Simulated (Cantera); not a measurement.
**Premixed flame**

A freely propagating, adiabatic, planar premixed flame of H2 : O2 : N2 = 1 : 0.455 : 1.71 (molar parts), equivalence ratio 1.1, unburnt at 373 K and 0.660 bar; mixture-averaged transport, grid criteria slope 0.08 and curve 0.16, no radiation.

Computed with Cantera and the H2/O2 subset of GRI-Mech 3.0, which has no nitrogen chemistry. Burning velocities carry a grid error of a few per cent, more on coarse grids.

```tsv
z (mm)	T (K)	u (m/s)	x H2	x O2	x H2O	x H2O2	x H	x OH
-1.99	373	3.52	0.316	0.144	<1e-8	<1e-8	<1e-8	<1e-8
-1.33	373	3.52	0.316	0.144	<1e-8	<1e-8	<1e-8	<1e-8
-0.996	373	3.52	0.316	0.144	<1e-8	<1e-8	<1e-8	<1e-8
-0.664	373	3.52	0.316	0.144	3.58e-8	<1e-8	<1e-8	<1e-8
-0.332	379	3.56	0.313	0.144	8.75e-5	1.94e-6	1.38e-6	2.76e-6
-0.166	605	5.52	0.280	0.141	0.0155	7.09e-5	0.00287	0.00100
0	1102	9.69	0.181	0.107	0.0972	6.16e-6	0.0313	0.00233
0.166	1442	12.5	0.0845	0.0466	0.207	2.79e-6	0.0593	0.00757
0.332	1601	13.8	0.0591	0.0258	0.243	1.76e-6	0.0601	0.0110
0.664	1760	15.0	0.0558	0.0194	0.257	9.18e-7	0.0488	0.0135
1.33	1920	16.2	0.0551	0.0157	0.268	4.70e-7	0.0360	0.0150
2.66	2072	17.3	0.0522	0.0120	0.281	2.64e-7	0.0247	0.0151
5.31	2205	18.2	0.0478	0.00848	0.295	1.70e-7	0.0160	0.0138
```
x: mole fraction of selected species; z is measured from the peak of heat release.

```
Item                        Result
------------------------  --------
laminar burning velocity  352 cm/s
thermal thickness         0.664 mm
peak x(H2O2)               7.13e-5
peak x(H)                   0.0617
peak x(OH)                  0.0152
grid points                    123
```
